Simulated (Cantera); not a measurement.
# Hydrocarbon pyrolysis for carbon deposition

An isothermal, constant-pressure homogeneous reactor starts with C2H6 : N2 = 1 : 2.9 (molar parts), at 1900 K and 0.148 atm.

Cantera simulation using GRI-Mech 3.0 (53 species, 325 reactions); the numbers are that mechanism's predictions, not measurements. GRI-Mech 3.0 stops at C3 and has no aromatics, soot or wall deposition, so with more carbon than oxygen in the feed, carbon stays in small species such as C2H2 where larger ones or solid carbon would form.

```json
[
 {"t (s)": "1.00e-6", "x C2H6": "0.246", "x CH4": "0.000368", "x C2H2": "1.75e-8", "x CH3": "0.0152", "x C2H4": "7.92e-5", "x H": "5.55e-5", "x HCN": "2.13e-11"},
 {"t (s)": "4.64e-6", "x C2H6": "0.200", "x CH4": "0.00625", "x C2H2": "3.77e-5", "x CH3": "0.0509", "x C2H4": "0.00759", "x H": "0.000926", "x HCN": "1.00e-7"},
 {"t (s)": "2.15e-5", "x C2H6": "0.0405", "x CH4": "0.0539", "x C2H2": "0.0183", "x CH3": "0.0675", "x C2H4": "0.0816", "x H": "0.00311", "x HCN": "2.89e-6"},
 {"t (s)": "0.000100", "x C2H6": "0.000568", "x CH4": "0.0745", "x C2H2": "0.109", "x CH3": "0.0112", "x C2H4": "0.0354", "x H": "0.00175", "x HCN": "6.48e-6"},
 {"t (s)": "0.000464", "x C2H6": "7.09e-5", "x CH4": "0.0629", "x C2H2": "0.143", "x CH3": "0.00353", "x C2H4": "0.00544", "x H": "0.000763", "x HCN": "7.00e-6"},
 {"t (s)": "0.00215", "x C2H6": "2.89e-5", "x CH4": "0.0444", "x C2H2": "0.153", "x CH3": "0.00225", "x C2H4": "0.000941", "x H": "0.000742", "x HCN": "7.66e-6"},
 {"t (s)": "0.0100", "x C2H6": "5.27e-6", "x CH4": "0.0172", "x C2H2": "0.163", "x CH3": "0.00100", "x C2H4": "0.000236", "x H": "0.000934", "x HCN": "1.01e-5"},
 {"t (s)": "0.0464", "x C2H6": "2.72e-7", "x CH4": "0.00350", "x C2H2": "0.168", "x CH3": "0.000238", "x C2H4": "0.000109", "x H": "0.00114", "x HCN": "1.57e-5"},
 {"t (s)": "0.215", "x C2H6": "1.31e-8", "x CH4": "0.000710", "x C2H2": "0.169", "x CH3": "5.02e-5", "x C2H4": "0.000103", "x H": "0.00120", "x HCN": "2.32e-5"},
 {"t (s)": "1.00", "x C2H6": "4.15e-9", "x CH4": "0.000348", "x C2H2": "0.169", "x CH3": "2.46e-5", "x C2H4": "0.000103", "x H": "0.00120", "x HCN": "3.58e-5"},
 {"t (s)": "4.64", "x C2H6": "4.08e-9", "x CH4": "0.000343", "x C2H2": "0.169", "x CH3": "2.43e-5", "x C2H4": "0.000103", "x H": "0.00120", "x HCN": "8.92e-5"},
 {"t (s)": "21.5", "x C2H6": "4.08e-9", "x CH4": "0.000343", "x C2H2": "0.169", "x CH3": "2.43e-5", "x C2H4": "0.000103", "x H": "0.00120", "x HCN": "0.000338"},
 {"t (s)": "100", "x C2H6": "4.07e-9", "x CH4": "0.000343", "x C2H2": "0.168", "x CH3": "2.43e-5", "x C2H4": "0.000103", "x H": "0.00120", "x HCN": "0.00144"}
]
```
x: mole fraction; the columns are a selection and need not sum to one.

Equilibrium at this temperature and pressure: C2H6 2.48e-9, CH4 0.000268, C2H2 0.102, CH3 1.90e-5, C2H4 6.21e-5, H 0.00120, HCN 0.135 (gas phase only).
